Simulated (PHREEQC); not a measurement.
Dissolve 0.14 mol ZnSO4, 0.098 mol MgSO4, 0.21 mol H2SO4 and 0.00022 mol NaCl per kg of water at 25 °C. Closed to the air; pH follows from the charge balance.

All values are PHREEQC results (ion-association model, phreeqc.dat), not measurements.

**Question.** The ionic strength comes out as 0.667 mol/kgw. What activity coefficients do ZnCl+, Mg+2, Na+, Zn(SO4)2-2, SO4-2 get?

**Answer.** ZnCl+ 0.63, Mg+2 0.29, Na+ 0.72, Zn(SO4)2-2 0.31, SO4-2 0.18.

This is a speciation only: nothing precipitates in the calculation. Complexes and solids missing from the database can't appear.
